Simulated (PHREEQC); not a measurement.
# Reverse-osmosis permeate: an equilibrium model

Synthetic water in mg/L, 50 °C, pH 6.77, pe 10.6:

```tsv
constituent	mg/L
Na	1.17
K	7.47
Ca	5.46
Mg	0.522
Cl	16.6
S(6) as SO4	2.16
Alkalinity as HCO3	2.78
Br	0.0289
Cd	0.106
Ba	0.915
Zn	0.00963
```

Na is adjusted to close the charge balance.
Valence states are taken as typed.

Computed with PHREEQC (ion-association model, phreeqc.dat).

This is a speciation only: nothing precipitates in the calculation.

Problem. Estimate the specific conductance.

Solution. specific conductance 121 µS/cm.

Problem. In which forms is Cd present?

Solution. Cd+2 95 %, CdCl+ 4.0 %, CdSO4 0.5 % of the Cd.

Species that the database lacks are ignored. Away from 25 °C the constants follow the database's enthalpies or fits; those with neither stay at their 25 °C values.
